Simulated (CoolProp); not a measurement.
A simple Rankine cycle with R1336mzz(E): condensing at 307.15 K, boiler at 2.04 MPa, turbine inlet 393 K, turbine efficiency 0.85, pump efficiency 0.7, no recuperator. Each further row changes one setting.

Computed with CoolProp (reference Helmholtz-energy equation of state, Akasaka 2023).

| case | thermal efficiency (%) | net work (kJ/kg) | heat in (kJ/kg) | turbine exit temperature (K) | volume ratio over the turbine |
|---|---|---|---|---|---|
| as stated | 12.5 | … | 185 | 333.1 | 10.2 |
| condensing temperature 299.15 K | … | 26.7 | 195 | 327.9 | 13.3 |
| boiler pressure 1.43 MPa | 11.0 | 22.0 | 199 | … | 6.02 |
| turbine efficiency 0.75 | 10.9 | … | 185 | 336.5 | 10.3 |

Problem. Fill in the missing entries.

Solution. 
- as stated, net work (kJ/kg): 23.2
- condensing temperature 299.15 K, thermal efficiency (%): 13.7
- boiler pressure 1.43 MPa, turbine exit temperature (K): 350.2
- turbine efficiency 0.75, net work (kJ/kg): 20.3
